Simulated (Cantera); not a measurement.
Input: 1 mol Si₂Cl₆, 1.8 mol NH₃, 48 mol N₂, equilibrated at 2000 K and 1.00 Torr.

Method: chemical equilibrium by Gibbs-energy minimisation in Cantera with the NASA 1993 tables (ideal gas, pure condensed phases). Candidate condensed phases: NH₄Cl, Si, Si₃N₄; 28 gas species. The feed counts by its element totals alone. The tables' values for SiCl, SiCl₃, SiN are old estimates; treat these amounts as uncertain. The numbers say what is thermodynamically allowed, not how fast it happens.

Base state: N₂ 0.883, HCl 0.0409, SiCl₂ 0.0285, H₂ 0.0248, Cl 0.00861, H 0.00701, Si 0.00578, SiCl 0.00163 (mole fractions); condensed: gas only.

Problem. What changes in the equilibrium state with this change: pressure from 1.00 Torr to 750 Torr?

Solution. 
```tsv
species	before	after
N₂	0.883	0.896
HCl	0.0409	0.0368
SiCl₂	0.0285	0.0338
Cl	0.00861	0.000253
H	0.00701	0.000286
H₂	0.0248	0.0310
SiHCl₃	3.68e-8	2.94e-5
SiCl₄	1.55e-7	8.96e-5
Si	0.00578	1.41e-5
Si₃N₄(s), mol	0	0.0187
```
The tables' values for SiCl₃, SiCl are old estimates; treat these amounts as uncertain.
